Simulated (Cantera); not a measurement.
## Moist CO burnout

An isothermal, constant-pressure homogeneous reactor starts with 0.146 % CO, 1.56 % O2, 0.662 % H2O, 97.4 % N2, 0.282 % H2, equivalence ratio 0.14, at 1300 K and 890000 Pa.

Detailed kinetics in Cantera: GRI-Mech 3.0 (53 species, 325 reactions). The hydrogen kinetics of GRI-Mech 3.0 are dated; newer H2 mechanisms differ, most at raised pressure.

```csv
t (s),x CO,x O2,x H2O,x H2,x H2O2
2.00e-6,0.00146,0.0156,0.00662,0.00282,<1e-12
7.10e-6,0.00146,0.0156,0.00662,0.00282,2.12e-12
2.52e-5,0.00146,0.0156,0.00662,0.00282,4.24e-11
8.93e-5,0.00146,0.0156,0.00663,0.00281,5.44e-8
0.000317,0.00115,0.0141,0.00919,0.000251,4.06e-7
0.00112,0.000893,0.0139,0.00942,2.75e-5,7.17e-8
0.00399,0.000527,0.0137,0.00945,3.62e-6,2.71e-8
0.0141,0.000132,0.0135,0.00946,8.61e-7,6.25e-9
0.0502,6.69e-6,0.0135,0.00946,5.32e-8,1.16e-9
0.178,5.35e-8,0.0135,0.00946,3.25e-9,2.55e-10
0.631,6.53e-10,0.0135,0.00946,2.39e-9,1.80e-10
2.24,6.51e-10,0.0135,0.00946,2.39e-9,1.80e-10
7.95,6.51e-10,0.0135,0.00946,2.39e-9,1.80e-10
28.2,6.51e-10,0.0135,0.00946,2.39e-9,1.80e-10
100,6.51e-10,0.0135,0.00946,2.39e-9,1.80e-10
```
x: mole fraction; the columns are a selection and need not sum to one.

Equilibrium at this temperature and pressure: CO 6.52e-10, O2 0.0134, H2O 0.00946, H2 2.39e-9, H2O2 1.79e-10 (gas phase only).
